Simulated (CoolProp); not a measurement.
Cyclopentane along the isotherm 251.65 °C: fugacity coefficient from the reference equation and from simpler models built on Tc = 238.6 °C, pc = 4583 kPa, ω = 0.202; each cubic takes its own stable root.

Values from CoolProp's reference Helmholtz-energy equation of state, Gedanitz 2015.

```csv
p (kPa),phase,reference,van der Waals,Redlich-Kwong,Soave-Redlich-Kwong,Peng-Robinson
881,gas,0.9382,0.9466,0.9398,0.9404,0.9337
1760,gas,0.8779,0.8935,0.8810,0.8822,0.8699
2640,gas,0.8187,0.8404,0.8231,0.8248,0.8079
3530,gas,0.7593,0.7859,0.7649,0.7673,0.7467
4410,gas,0.6998,0.7298,0.7065,0.7098,0.6866
5290,supercritical,0.6364,0.6644,0.6432,0.6486,0.6242
6170,supercritical,0.5703,0.6002,0.5789,0.5855,0.5613
7050,supercritical,0.5171,0.5506,0.5279,0.5345,0.5106
7930,supercritical,0.4751,0.5118,0.4876,0.4939,0.4701
8810,supercritical,0.4414,0.4808,0.4550,0.4612,0.4375
9690,supercritical,0.4139,0.4557,0.4283,0.4343,0.4106
10600,supercritical,0.3903,0.4344,0.4054,0.4112,0.3874
11500,supercritical,0.3708,0.4170,0.3863,0.3920,0.3681
```
